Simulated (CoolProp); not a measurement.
c-C4F8 (RC318) at 460.47 K and 3.23 MPa flows at 0.95 m/s in a round tube of 100 mm bore and 1.5 µm roughness, fully developed (64/Re and Nu = 3.66 if laminar; Colebrook and Gnielinski if turbulent). Each further row changes one setting.

The numbers come from the reference Helmholtz-energy equation of state, Platzer 1990 in CoolProp. This equation is an older, rougher fit; its heat capacities, sound speeds and derivatives of the liquid may be far off and weren't checked against measurements.

```
case              Reynolds number  Darcy friction factor  pressure drop (Pa/m)  heat-transfer coefficient (W/(m² K))  mass flow (kg/h)
----------------  ---------------  ---------------------  --------------------  ------------------------------------  ----------------
as stated                  921000                 0.0121                  11.9                                   364              5860
velocity 1.9 m/s          1840000                 0.0110                  43.3                                   659             11700
diameter 200 mm           1840000                 0.0108                  5.30                                   323             23400
```

Viscosity comes from a separate model (Huber 2003), an estimate that may be off by 10 % or more. Thermal conductivity comes from a separate model (Huber 2003), an estimate that may be off by 10 % or more.
